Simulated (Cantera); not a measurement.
A perfectly stirred reactor is fed with 16.5 % H2, 17.5 % O2, 65.9 % N2, 0.101 % NO, at 0.987 atm; it is adiabatic with a 575 K inlet, and is followed from long to short residence time, starting on the burning branch (τ in s: 0.037, 0.017, 0.008, 0.0037, 0.0017, 0.00082, 0.00038, 0.00018, 8.3e-05).

Model: GRI-Mech 3.0 (53 species, 325 reactions), integrated in Cantera. The mechanism lacks 2 NO + O2 → 2 NO2 and HONO, so NO2 and the effect of NO are under-described below about 1400 K.

Question: Predict: blow-out, bracketed by the residence times tried; x(H2) at τ = 37.0 ms; x(O2) at τ = 37.0 ms; x(NO) at τ = 37.0 ms; x(O) at τ = 37.0 ms; x(OH) at τ = 37.0 ms; x(H2) at τ = 1.70 ms; x(O2) at τ = 1.70 ms; x(NO) at τ = 1.70 ms; x(O) at τ = 1.70 ms; x(OH) at τ = 1.70 ms.

Answer: 
| Quantity | Value |
|---|---|
| blow-out, bracketed by the residence times tried | burning at 83.0 µs, the shortest tried |
| x(H2) at τ = 37.0 ms | 0.000310 |
| x(O2) at τ = 37.0 ms | 0.1000 |
| x(NO) at τ = 37.0 ms | 0.00111 |
| x(O) at τ = 37.0 ms | 0.000315 |
| x(OH) at τ = 37.0 ms | 0.00218 |
| x(H2) at τ = 1.70 ms | 0.00227 |
| x(O2) at τ = 1.70 ms | 0.0990 |
| x(NO) at τ = 1.70 ms | 0.00110 |
| x(O) at τ = 1.70 ms | 0.00232 |
| x(OH) at τ = 1.70 ms | 0.00543 |
